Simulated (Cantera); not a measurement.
A Cantera script and its output.

```python
import numpy as np
import cantera as ct

gas = ct.Solution("gri30.yaml")
gas.TPX = 1623, 8900, {'NO': 1, 'N2': 6.8}
reactor = ct.IdealGasConstPressureReactor(gas, energy="off", clone=False)
net = ct.ReactorNet([reactor])
net.rtol, net.atol = 1e-08, 1e-18
show = ['NO', 'N2O', 'O', 'NO2', 'O2', 'N2']
times = np.geomspace(0.0004, 60, 12)

steps = ct.SolutionArray(gas, extra=["t"])
rows = []
print(f"{'t/s':>10s}{'T/K':>9s}{'P/Pa':>11s}" + "".join(f"{s:>11s}" for s in show))
for t in times:
    while net.time < t:
        t_next = net.step()
        steps.append(gas.state, t=t_next)
    rows.append([np.interp(t, steps.t, y) for y in (steps.T, steps.P, *steps(*show).X.T)])
    print(f"{t:10.3e}{rows[-1][0]:9.1f}{rows[-1][1]:11.4g}" + "".join(f"{x:11.3e}" for x in rows[-1][2:]))
rate = np.gradient(steps.T, steps.t)
print("integrator steps:", len(steps.t))
if steps.T.max() > steps.T[0] + 200:
    print(f"time of steepest temperature rise: {steps.t[rate.argmax()]:.4e} s")
gas.TPX = 1623, 8900, {'NO': 1, 'N2': 6.8}
gas.equilibrate("TP")
print(f"equilibrium (TP): T = {gas.T:.1f} K  " + "  ".join(f"{s} {gas[s].X[0]:.3e}" for s in show))
```

Output:

```
       t/s      T/K       P/Pa         NO        N2O          O        NO2         O2         N2
 4.000e-04   1623.0       8900  1.282e-01  2.327e-08  2.256e-08  8.018e-10  8.434e-12  8.718e-01
 1.182e-03   1623.0       8900  1.282e-01  6.849e-08  6.265e-08  6.648e-09  7.096e-11  8.718e-01
 3.493e-03   1623.0       8900  1.282e-01  2.001e-07  1.568e-07  5.018e-08  5.703e-10  8.718e-01
 1.032e-02   1623.0       8900  1.282e-01  5.719e-07  3.224e-07  3.070e-07  4.571e-09  8.718e-01
 3.050e-02   1623.0       8900  1.282e-01  1.534e-06  6.075e-07  1.364e-06  4.540e-08  8.718e-01
 9.012e-02   1623.0       8900  1.282e-01  3.472e-06  1.312e-06  4.618e-06  6.771e-07  8.718e-01
 2.663e-01   1623.0       8900  1.282e-01  5.437e-06  2.125e-06  8.807e-06  8.033e-06  8.718e-01
 7.869e-01   1623.0       8900  1.281e-01  5.831e-06  2.263e-06  9.506e-06  3.976e-05  8.718e-01
 2.325e+00   1623.0       8900  1.279e-01  5.814e-06  2.353e-06  9.935e-06  1.351e-04  8.719e-01
 6.871e+00   1623.0       8900  1.273e-01  5.756e-06  2.598e-06  1.110e-05  4.167e-04  8.722e-01
 2.030e+01   1623.0       8900  1.257e-01  5.592e-06  3.205e-06  1.391e-05  1.245e-03  8.731e-01
 6.000e+01   1623.0       8900  1.209e-01  5.143e-06  4.507e-06  1.947e-05  3.642e-03  8.755e-01
integrator steps: 532
equilibrium (TP): T = 1623.0 K  NO 1.284e-03  N2O 2.477e-08  O 1.616e-05  NO2 7.955e-07  O2 6.345e-02  N2 9.352e-01
```

Computed with Cantera and GRI-Mech 3.0 (53 species, 325 reactions).
